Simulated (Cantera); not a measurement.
## Carbon deposition, reforming and gasification: C6H6 + H2

Charge: 1 mol C6H6, 18 mol H2, equilibrated at 1.80 mbar.

Method: chemical equilibrium by Gibbs-energy minimisation in Cantera with the NASA 1993 tables (ideal gas, pure condensed phases). Candidate condensed phases: C, C6H6, C7H8, C8H18; 76 gas species. Rates play no part.

| T (K) | x H2 | x H | x C3 | x C2H2 (acetylene) | n C(graphite) |
|---|---|---|---|---|---|
| 1850 | 0.987 | 0.0126 | 2.81e-10 | 0.000258 | 5.99 |
| 1925 | 0.977 | 0.0223 | 2.25e-9 | 0.000447 | 5.98 |
| 2000 | 0.962 | 0.0376 | 1.54e-8 | 0.000739 | 5.97 |
| 2075 | 0.938 | 0.0608 | 9.12e-8 | 0.00116 | 5.95 |
| 2150 | 0.904 | 0.0945 | 4.76e-7 | 0.00175 | 5.92 |
| 2225 | 0.856 | 0.141 | 2.21e-6 | 0.00251 | 5.89 |
| 2300 | 0.793 | 0.203 | 9.29e-6 | 0.00343 | 5.84 |
| 2375 | 0.714 | 0.281 | 3.55e-5 | 0.00444 | 5.77 |
| 2450 | 0.621 | 0.373 | 0.000125 | 0.00542 | 5.70 |
| 2525 | 0.517 | 0.475 | 0.000406 | 0.00621 | 5.59 |
| 2600 | 0.411 | 0.580 | 0.00123 | 0.00666 | 5.42 |
| 2675 | 0.310 | 0.677 | 0.00350 | 0.00667 | 5.08 |
| 2750 | 0.221 | 0.758 | 0.00937 | 0.00622 | 4.26 |
| 2825 | 0.148 | 0.811 | 0.0238 | 0.00538 | 2.22 |
x: gas mole fraction; n: condensed amount in mol.

From 1850 K to 2825 K the condensed part is C(graphite). The main C-bearing gas is C2H2 (acetylene) at 1850 K and C3 at 2825 K. The share of C in condensed phases is highest at 1850 K (99.8 %) and lowest at 2825 K (36.9 %).
